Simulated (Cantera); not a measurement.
Cantera run:

```python
import numpy as np
import cantera as ct

gas_names = [...]  # 110 gases of nasa_gas.yaml made of C, H, O
cond_names = """
    C(gr) C6H6(L) C7H8(L) C8H18(L),n-octa H2O(s) H2O(L)
""".split()


# ... load() reads the species with a 1 bar reference pressure and builds the phases ...
atoms = {
    'C': {'C': 1},
    'H2O': {'H': 2, 'O': 1},
}
top_T = {'C(gr)': 4500}  # K; cautious upper limits of use, not melting points


# ... equilibrate(T, P, feed) seeds the gas with the atoms and calls Mixture.equilibrate('TP', solver="vcs", rtol=1e-11, max_steps=5000) ...
results = []
feed = {'C': 1, 'H2O': 0.71}  # mol
T = 1548  # K
P = 400000  # Pa
mix = equilibrate(T, P, feed)
results.append((T, P, feed, dict(zip(mix.species_names, mix.species_moles))))
x = sorted(zip(gas.X, gas.species_names), reverse=True)
print(f"T = {T:g} K  P = {P:g} Pa  gas = {mix.phase_moles(0):.4g} mol")
print("   x: " + "  ".join(f"{s} {v:.3e}" for v, s in x if v > 1e-05))
print("   condensed (mol): " + ("  ".join(f"{mix.phase(i).name} {mix.phase_moles(i):.4g}"
      for i in range(1, mix.n_phases) if mix.phase_moles(i) > 1e-12) or "none"))
```

Result:

```
T = 1548 K  P = 400000 Pa  gas = 1.415 mol
   x: CO 4.997e-01  H2 4.966e-01  CH4 2.023e-03  H2O 1.219e-03  CO2 4.400e-04  H 1.085e-05
   condensed (mol): C(gr) 0.2895
```

Method: chemical equilibrium by Gibbs-energy minimisation in Cantera with the NASA 1993 tables (ideal gas, pure condensed phases).
